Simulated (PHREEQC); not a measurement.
Consider water at 20 °C with 0.14 mol HCl, 3e-05 mol FeSO4 and 0.0043 mol MgSO4 per kg of water. It is in equilibrium with CO2 at log p = -3.4 (atm). Otherwise closed; pH follows from the charge balance.

Model: Pitzer model, pitzer.dat, run in PHREEQC.

| quantity | before | after |
|---|---|---|
| pH | 0.95 | 1.62 |
| HSO4- (mol/kgw) | 0.00305 | 0.000443 |
| SO4-2 (mol/kgw) | 0.00128 | 0.000423 |
| HCO3- (mol/kgw) | 8.76e-11 | 3.36e-10 |
| SI of Epsomite (MgSO4:7H2O) | -4.52 | -5.18 |
| SI of Hexahydrite (MgSO4:6H2O) | -4.85 | -5.51 |

### Question
Which change was made?
A. MgSO4 from 0.0043 to 0.00043 mol/kgw
B. HCl from 0.14 to 0.7 mol/kgw
C. diluted 100-fold with water
D. FeSO4 from 3e-05 to 2.7e-05 mol/kgw
E. diluted 5-fold with water

### Answer
E, diluted 5-fold with water

No solid was allowed to form.
